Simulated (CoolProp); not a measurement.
A single-stage vapour-compression cycle with cyclopropane: evaporating at 288.15 K (dew point), condensing at 312.15 K (bubble point), superheat 10 K, subcooling 8 K, compressor efficiency 0.8, no pressure losses. Each further row changes one setting.

Values from CoolProp's reference Helmholtz-energy equation of state, Polt 1992. This equation is an older, rougher fit; its heat capacities, sound speeds and derivatives of the liquid may be far off and weren't checked against measurements.

| case | cooling COP | pressure ratio | discharge temperature (K) | refrigerating effect (kJ/kg) | volumetric capacity (kJ/m³) |
|---|---|---|---|---|---|
| as stated | 8.98 | 1.90 | 335.2 | 396 | 4070 |
| evaporating temperature 293.15 K | … | … | 332.1 | … | 4710 |
| condensing temperature 307.15 K | … | 1.67 | 328.0 | 407 | 4190 |
| subcooling 13 K | … | 1.90 | 335.2 | 407 | 4190 |
| superheat 20 K | … | 1.90 | 344.9 | 411 | … |
| compressor efficiency 0.7 | 7.86 | 1.90 | … | 396 | 4070 |

**Question.** Some entries are withheld; supply them.

**Answer.** 
- evaporating temperature 293.15 K, cooling COP: 11.7
- evaporating temperature 293.15 K, pressure ratio: 1.64
- evaporating temperature 293.15 K, refrigerating effect (kJ/kg): 400
- condensing temperature 307.15 K, cooling COP: 11.5
- subcooling 13 K, cooling COP: 9.25
- superheat 20 K, cooling COP: 8.93
- superheat 20 K, volumetric capacity (kJ/m³): 4040
- compressor efficiency 0.7, discharge temperature (K): 338.7
